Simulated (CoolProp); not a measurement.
A simple Rankine cycle with 1,2-dichloroethane: condensing at 322.15 K, boiler at 0.591 MPa, turbine inlet 440.5 K, turbine efficiency 0.75, pump efficiency 0.7, no recuperator. Each further row changes one setting.

Model: reference Helmholtz-energy equation of state, Thol 2015, in CoolProp.

```
case                             thermal efficiency (%)  net work (kJ/kg)  heat in (kJ/kg)  turbine exit temperature (K)  volume ratio over the turbine
-------------------------------  ----------------------  ----------------  ---------------  ----------------------------  -----------------------------
as stated                                          15.5              68.2              439                         354.8                           17.4
turbine inlet 460.5 K                              15.7                 …              460                             …                           17.3
condensing temperature 314.15 K                    16.6                 …              450                         347.0                           23.7
boiler pressure 0.414 MPa                             …              62.1                …                         365.9                           12.2
turbine efficiency 0.65                            13.4              59.0              439                         365.1                           17.9
```

Question: What belongs in the gaps?

Answer: 
- turbine inlet 460.5 K, net work (kJ/kg): 72.1
- turbine inlet 460.5 K, turbine exit temperature (K): 373.7
- condensing temperature 314.15 K, net work (kJ/kg): 74.8
- boiler pressure 0.414 MPa, thermal efficiency (%): 14.0
- boiler pressure 0.414 MPa, heat in (kJ/kg): 443
